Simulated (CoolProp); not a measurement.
Properties of ethanol at several states.

The numbers come from the reference Helmholtz-energy equation of state, Schroeder 2014 in CoolProp.

| T (K) | p (kPa) | phase | cv (kJ/(kg K)) | speed of sound (m/s) | fugacity coefficient |
|---|---|---|---|---|---|
| 235.5 | 500 | liquid | 1.676 | 1379 | 0.0001423 |
| 457.9 | 108 | gas | 1.791 | (withheld) | 0.9909 |
| 467.2 | 5780 | liquid | 3.006 | 553.4 | (withheld) |
| 440.1 | 23000 | liquid | 2.850 | (withheld) | (withheld) |

### Question
Fill in the missing entries.

### Answer

- 457.9, speed of sound (m/s): 299.9
- 467.2, fugacity coefficient: 0.3892
- 440.1, speed of sound (m/s): 870.2
- 440.1, fugacity coefficient: 0.08284
